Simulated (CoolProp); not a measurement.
Vapour-liquid equilibrium of dimethyl ether (1) + methanol (2) at 315.9 K; x and y are mole fractions of (1).

Computed with CoolProp (multi-fluid Helmholtz-energy mixture model, Wu 2011 and de Reuck 1993; pair parameters Bell 2016).

| x | bubble pressure (kPa) | y at the bubble point | dew pressure at overall composition x (kPa) | liquid density (mol/L) |
|---|---|---|---|---|
| 0.05 | 131.3 | 0.700 | 42.46 | 23.36 |
| 0.125 | 251.8 | 0.849 | 46.08 | 22.41 |
| 0.2 | 353.1 | 0.896 | 50.35 | 21.51 |
| 0.275 | 437.3 | 0.919 | 55.48 | 20.64 |
| 0.35 | 507.0 | 0.933 | 61.77 | 19.81 |
| 0.425 | 565.3 | 0.942 | 69.67 | 19.02 |
| 0.5 | 615.4 | 0.949 | 79.89 | 18.25 |
| 0.575 | 660.5 | 0.955 | 93.65 | 17.51 |
| 0.65 | 703.7 | 0.961 | 113.1 | 16.79 |
| 0.725 | 747.6 | 0.967 | 142.9 | 16.09 |
| 0.8 | 794.9 | 0.974 | 193.7 | 15.42 |
| 0.875 | 847.8 | 0.982 | 300.0 | 14.76 |
| 0.95 | 908.8 | 0.992 | 620.4 | 14.12 |

No azeotrope shows between x = 0.05 and 0.95.

The pair parameters rest on a limited set of measurements; away from them the model extrapolates. With so large a gap from Raoult's law the liquid may split in two, which this calculation doesn't test in full.
